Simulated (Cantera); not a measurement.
Mixture: 18.5 % H₂, 17.1 % O₂, 64.4 % N₂, equivalence ratio 0.54, at 10.0 bar, adiabatic and at constant volume. Ignition delay is the time to a rise of 400 K.

Detailed kinetics in Cantera: GRI-Mech 3.0 (53 species, 325 reactions). The hydrogen kinetics of GRI-Mech 3.0 are dated; newer H2 mechanisms differ, most at raised pressure.

Predict: delay at 1050 K; delay at 1100 K; delay at 1150 K; delay at 1200 K; delay at 1250 K; delay at 1300 K.


* **delay at 1050 K**: 3.42 ms
* **delay at 1100 K**: 1.08 ms
* **delay at 1150 K**: 0.318 ms
* **delay at 1200 K**: 67.1 µs
* **delay at 1250 K**: 10.9 µs
* **delay at 1300 K**: 5.06 µs
